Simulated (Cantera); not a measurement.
# Moist CO burnout

An isothermal, constant-pressure homogeneous reactor starts with 0.356 % CO, 0.554 % O2, 0.0782 % H2O, 99.0 % N2, equivalence ratio 0.32, at 1025 K and 140000 Pa.

Computed with Cantera and GRI-Mech 3.0 (53 species, 325 reactions).

```tsv
t (s)	x CO	x O2	x H2O	x NO2	x N2O
5.00e-5	0.00356	0.00554	0.000782	<1e-12	<1e-12
0.000128	0.00356	0.00554	0.000782	<1e-12	<1e-12
0.000328	0.00356	0.00554	0.000782	<1e-12	<1e-12
0.000841	0.00356	0.00554	0.000782	<1e-12	<1e-12
0.00215	0.00356	0.00554	0.000782	<1e-12	<1e-12
0.00552	0.00356	0.00554	0.000782	<1e-12	<1e-12
0.0141	0.00356	0.00554	0.000782	<1e-12	1.24e-12
0.0362	0.00356	0.00554	0.000782	<1e-12	8.26e-12
0.0928	0.00356	0.00554	0.000782	<1e-12	1.61e-10
0.238	0.00351	0.00552	0.000781	1.32e-12	1.36e-8
0.609	0.00323	0.00538	0.000777	3.05e-11	7.61e-8
1.56	0.00248	0.00501	0.000776	2.80e-10	2.34e-7
4.00	0.00123	0.00438	0.000779	1.74e-9	5.09e-7
```
x: mole fraction; the columns are a selection and need not sum to one.

Equilibrium at this temperature and pressure: CO 6.90e-12, O2 0.00377, H2O 0.000784, NO2 4.43e-8, N2O 6.58e-10 (gas phase only).
